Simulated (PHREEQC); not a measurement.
Consider water at 45 °C with 0.1 mol CuSO4 per kg of water. Closed to the air; pH follows from the charge balance.

Model: ion-association model, phreeqc.dat, run in PHREEQC.

```
quantity                    before    after
------------------------  --------  -------
pH                            4.31     6.11
ionic strength (mol/kgw)     0.202    0.194
SO4-2 (mol/kgw)             0.0503   0.0484
HSO4- (mol/kgw)           0.000144  2.26e-6
```

Problem. What was changed between the two runs?
A) CuSO4 from 0.1 to 0.09 mol/kgw
B) CuSO4 replaced by ZnSO4 at the same molality
C) CuSO4 replaced by FeSO4 at the same molality
D) CuSO4 replaced by MnSO4 at the same molality

Solution. D, CuSO4 replaced by MnSO4 at the same molality

Precipitation was switched off in this run. At this temperature some constants are extrapolated from 25 °C, and those without enthalpy data are left unchanged.
